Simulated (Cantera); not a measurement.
A closed system holds: 1 mol Si3N4, 0.66 mol N2, at 2125 K and 0.00133 bar.

Method: chemical equilibrium by Gibbs-energy minimisation in Cantera with the NASA 1993 tables (ideal gas, pure condensed phases). Candidate condensed phases: Si, Si3N4; 7 gas species. The tables' values for SiN are old estimates; treat these amounts as uncertain. Rates play no part.

Base state: N2 0.866, Si 0.130, Si2 0.00179, Si2N 0.00102, SiN 0.000870, Si3 0.000362 (mole fractions); condensed: Si(l).

Problem. What changes in the equilibrium state with this change: pressure from 0.00133 bar to 6.40 bar?

Solution. 
```json
[
 {"species": "N2", "before": "0.866", "after": "1.000"},
 {"species": "Si", "before": "0.130", "after": "6.59e-6"},
 {"species": "SiN", "before": "0.000870", "after": "3.28e-6"},
 {"species": "Si2", "before": "0.00179", "after": "2.20e-8"},
 {"species": "Si3", "before": "0.000362", "after": "1.08e-9"},
 {"species": "Si2N", "before": "0.00102", "after": "9.37e-7"},
 {"species": "Si(l), mol", "before": "2.58", "after": "0"},
 {"species": "Si3N4(s), mol", "before": "0", "after": "1.000"}
]
```

Problem. What changes in the equilibrium state with this change: temperature from 2125 K to 2275 K?

Solution. 
```tsv
species	before	after
Si	0.130	0.511
N2	0.866	0.475
Si2	0.00179	0.00862
Si3	0.000362	0.00149
SiN	0.000870	0.00188
Si2N	0.00102	0.00179
Si(l), mol	2.58	0
```
